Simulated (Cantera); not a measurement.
Charge: 1 mol toluene, 7.1 mol H₂, 0.26 mol N₂, held at 1700 Pa.

Method: chemical equilibrium by Gibbs-energy minimisation in Cantera with the NASA 1993 tables (ideal gas, pure condensed phases). Candidate condensed phases: C, C₆H₆, C₇H₈, C₈H₁₈; 92 gas species. Kinetics and transport are ignored.

x: gas mole fraction; n: condensed amount in mol.

| T (°C) | x H₂ | x H | x N₂ | x C₂H₂ (acetylene) | x HCN | x C₃ | x C₂H | n C(graphite) |
|---|---|---|---|---|---|---|---|---|
| 1425 | 0.976 | 0.00110 | 0.0226 | 7.03e-5 | 0.000538 | <1e-12 | 4.37e-10 | 6.99 |
| 1625 | 0.970 | 0.00590 | 0.0221 | 0.000365 | 0.00141 | 1.15e-10 | 2.88e-8 | 6.97 |
| 1825 | 0.951 | 0.0230 | 0.0210 | 0.00136 | 0.00301 | 1.62e-8 | 8.45e-7 | 6.93 |
| 2025 | 0.901 | 0.0697 | 0.0192 | 0.00386 | 0.00537 | 9.48e-7 | 1.34e-5 | 6.84 |
| 2225 | ? | ? | ? | ? | ? | ? | ? | 6.67 |
| 2425 | ? | ? | ? | ? | 0.0100 | ? | ? | 6.38 |
| 2625 | 0.396 | 0.551 | 0.00963 | 0.0181 | 0.0103 | 0.00595 | 0.00372 | 5.74 |

**Question.** Complete the blanks.

**Answer.** 
- 2225, x H₂: 0.795
- 2225, x H: 0.170
- 2225, x N₂: 0.0164
- 2225, x C₂H₂ (acetylene): 0.00853
- 2225, x HCN: 0.00804
- 2225, x C₃: 2.83e-5
- 2225, x C₂H: 0.000131
- 2425, x H₂: 0.619
- 2425, x H: 0.340
- 2425, x N₂: 0.0130
- 2425, x C₂H₂ (acetylene): 0.0145
- 2425, x C₃: 0.000504
- 2425, x C₂H: 0.000842
